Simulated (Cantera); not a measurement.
A freely propagating, adiabatic, planar premixed flame of 46.4 % H₂, 10.1 % O₂, 37.9 % N₂, 5.57 % H₂O, equivalence ratio 2.3, unburnt at 600 K and 97000 Pa; mixture-averaged transport, grid criteria slope 0.08 and curve 0.16, no radiation.

Detailed kinetics in Cantera: the H2/O2 subset of GRI-Mech 3.0, which has no nitrogen chemistry. Burning velocities carry a grid error of a few per cent, more on coarse grids.

Task: Predict: laminar burning velocity; thermal thickness; peak x(OH); peak x(H); peak x(H₂O₂).

Result: 
```
Quantity                    Result
------------------------  --------
laminar burning velocity  801 cm/s
thermal thickness         0.457 mm
peak x(OH)                 0.00333
peak x(H)                   0.0752
peak x(H₂O₂)               1.06e-5
```
